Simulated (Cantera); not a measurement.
Charge: 1 mol Ta2O5, 3.7 mol H2, 6.7 mol H2O, held at 2.80 bar.

These are equilibrium values from Cantera (NASA tables, ideal gas, pure condensed phases), not measurements of a reactor. Candidate condensed phases: H2O, Ta, Ta2O5; 12 gas species. Rates play no part. All values below are at 1848 K.

Base state: H2O 0.644, H2 0.356, H 0.000189, OH 2.52e-5 (mole fractions); condensed: Ta2O5(s).

**Question.** What changes in the equilibrium state with this change: pressure from 2.80 bar to 64.0 mbar?

**Answer.** 
```json
[
 {"species": "H2O", "before": "0.644", "after": "0.644"},
 {"species": "H2", "before": "0.356", "after": "0.355"},
 {"species": "H", "before": "0.000189", "after": "0.00125"},
 {"species": "OH", "before": "2.52e-5", "after": "0.000167"},
 {"species": "Ta2O5(s), mol", "before": "1.00", "after": "1.00"}
]
```
